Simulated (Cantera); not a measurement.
An adiabatic, constant-pressure homogeneous reactor starts with 15.0 % H₂, 17.4 % O₂, 65.5 % N₂, 2.10 % H₂O, at 1173 K and 1.01 bar.

Cantera simulation using GRI-Mech 3.0 (53 species, 325 reactions); the numbers are that mechanism's predictions, not measurements.

**Question.** Predict: time of steepest temperature rise; temperature at 2.00 s; equilibrium temperature; x(H₂) at 2.00 s; x(O₂) at 2.00 s; x(H₂O) at 2.00 s; x(HO₂) at 2.00 s; x(NO) at 2.00 s; x(OH) at 2.00 s; x(O) at 2.00 s.

**Answer.** 
| Property | Result |
|---|---|
| time of steepest temperature rise | 59.9 µs |
| temperature at 2.00 s | 2185 K |
| equilibrium temperature | 2185 K |
| x(H₂) at 2.00 s | 0.000590 (gas-phase equilibrium 0.000590) |
| x(O₂) at 2.00 s | 0.101 (gas-phase equilibrium 0.101) |
| x(H₂O) at 2.00 s | 0.181 (gas-phase equilibrium 0.181) |
| x(HO₂) at 2.00 s | 4.39e-6 (gas-phase equilibrium 4.39e-6) |
| x(NO) at 2.00 s | 0.00803 (gas-phase equilibrium 0.00803) |
| x(OH) at 2.00 s | 0.00525 (gas-phase equilibrium 0.00525) |
| x(O) at 2.00 s | 0.000781 (gas-phase equilibrium 0.000781) |
